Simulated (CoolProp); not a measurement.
A closed Brayton cycle with carbon dioxide: compressor inlet 329.15 K and 9.9 MPa, high pressure 20.2 MPa, turbine inlet 830 K, compressor efficiency 0.85, turbine efficiency 0.9, recuperator effectiveness 0 (on enthalpy, no pinch check). Each further row changes one setting.

Values from CoolProp's reference Helmholtz-energy equation of state, Span 1996.

| case | thermal efficiency (%) | net work (kJ/kg) | compressor to turbine work | compressor exit (K) | turbine exit (K) |
|---|---|---|---|---|---|
| as stated | 10.9 | 65.1 | 0.33 | 382.1 | 743.1 |
| turbine inlet 780 K | 10.9 | [?] | [?] | 382.1 | [?] |
| compressor inlet 339.15 K | 10.6 | [?] | [?] | 399.1 | 743.1 |
| high pressure 17.2 MPa | 8.6 | 52.3 | 0.31 | [?] | [?] |
| recuperator effectiveness 0.5 | 17.0 | 65.1 | 0.33 | 382.1 | 743.1 |

Task: What belongs in the gaps?

Result: 
- turbine inlet 780 K, net work (kJ/kg): 58.6
- turbine inlet 780 K, compressor to turbine work: 0.35
- turbine inlet 780 K, turbine exit (K): 696.2
- compressor inlet 339.15 K, net work (kJ/kg): 59.6
- compressor inlet 339.15 K, compressor to turbine work: 0.38
- high pressure 17.2 MPa, compressor exit (K): 370.0
- high pressure 17.2 MPa, turbine exit (K): 762.3
